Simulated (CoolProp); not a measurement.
Vapour-liquid equilibrium of cyclohexane (1) + n-dodecane (2) at 474.8 K; x and y are mole fractions of (1).

The numbers come from the multi-fluid Helmholtz-energy mixture model, Zhou 2014 and Lemmon 2004; pair parameters Bell 2016 in CoolProp.

### Question
Give the bubble pressure and the first vapour's composition at x = 0.05, 0.5, 0.875. Is there an azeotrope?

### Answer
x = 0.05: 1.124 bar, y = 0.386; x = 0.5: 6.015 bar, y = 0.926; x = 0.875: 11.66 bar, y = 0.988. No azeotrope shows between x = 0.05 and 0.95.

Pair parameters are fitted to limited data, so mixtures are less certain than the pure fluids.
